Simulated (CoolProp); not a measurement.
Saturation properties of n-perfluorohexane.

Values from CoolProp's reference Helmholtz-energy equation of state, Gao 2022.

```json
[
 {"T (K)": "339.1", "p (MPa)": "0.1353", "liquid density (kg/m³)": "1550", "vapour density (kg/m³)": "17.59"},
 {"T (K)": "345.3", "p (MPa)": "0.1641", "liquid density (kg/m³)": "1529", "vapour density (kg/m³)": "21.21"},
 {"T (K)": "351.5", "p (MPa)": "0.1973", "liquid density (kg/m³)": "[?]", "vapour density (kg/m³)": "[?]"},
 {"T (K)": "357.6", "p (MPa)": "0.2348", "liquid density (kg/m³)": "1486", "vapour density (kg/m³)": "30.20"},
 {"T (K)": "363.8", "p (MPa)": "0.2783", "liquid density (kg/m³)": "1463", "vapour density (kg/m³)": "35.81"},
 {"T (K)": "369.9", "p (MPa)": "0.3268", "liquid density (kg/m³)": "1439", "vapour density (kg/m³)": "42.16"},
 {"T (K)": "376.1", "p (MPa)": "0.3824", "liquid density (kg/m³)": "1414", "vapour density (kg/m³)": "[?]"},
 {"T (K)": "382.2", "p (MPa)": "[?]", "liquid density (kg/m³)": "1388", "vapour density (kg/m³)": "58.04"},
 {"T (K)": "388.4", "p (MPa)": "[?]", "liquid density (kg/m³)": "1360", "vapour density (kg/m³)": "67.94"},
 {"T (K)": "394.6", "p (MPa)": "0.5919", "liquid density (kg/m³)": "1330", "vapour density (kg/m³)": "79.44"},
 {"T (K)": "400.7", "p (MPa)": "0.6772", "liquid density (kg/m³)": "1299", "vapour density (kg/m³)": "[?]"},
 {"T (K)": "406.9", "p (MPa)": "0.7734", "liquid density (kg/m³)": "[?]", "vapour density (kg/m³)": "108.4"}
]
```

**Question.** Some entries are withheld; supply them.

**Answer.** 
- 351.5, liquid density (kg/m³): 1507
- 351.5, vapour density (kg/m³): 25.41
- 376.1, vapour density (kg/m³): 49.60
- 382.2, p (MPa): 0.4439
- 388.4, p (MPa): 0.5138
- 400.7, vapour density (kg/m³): 92.64
- 406.9, liquid density (kg/m³): 1264

It boils at 330.3 K under 1 atm.
